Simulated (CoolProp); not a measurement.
Vapour-liquid equilibrium of cyclohexane (1) + dimethyl carbonate (2) at 342.2 K; x and y are mole fractions of (1).

Values from CoolProp's multi-fluid Helmholtz-energy mixture model, Zhou 2014 and Zhou 2011; pair parameters Bell 2016.

| x | bubble pressure (MPa) | y at the bubble point | dew pressure at overall composition x (MPa) | liquid density (mol/L) |
|---|---|---|---|---|
| 0.05 | 0.06027 | 0.217 | 0.05147 | 10.96 |
| 0.2 | … | 0.465 | 0.05923 | … |
| 0.35 | … | … | 0.06929 | 10.01 |
| 0.5 | 0.08809 | 0.593 | … | 9.618 |
| 0.65 | … | 0.632 | 0.08834 | 9.282 |
| 0.8 | 0.08673 | 0.698 | 0.08137 | 8.996 |
| 0.95 | 0.07739 | 0.870 | 0.07298 | 8.758 |

Q: Some entries are withheld; supply them.

A: 
- 0.2, bubble pressure (MPa): 0.07875
- 0.2, liquid density (mol/L): 10.46
- 0.35, bubble pressure (MPa): 0.08569
- 0.35, y at the bubble point: 0.550
- 0.5, dew pressure at overall composition x (MPa): 0.08172
- 0.65, bubble pressure (MPa): 0.08860

y crosses x between x = 0.5 and 0.65: the model has an azeotrope there.

Pair parameters are fitted to limited data, so mixtures are less certain than the pure fluids. With so large a gap from Raoult's law the liquid may split in two, which this calculation doesn't test in full.
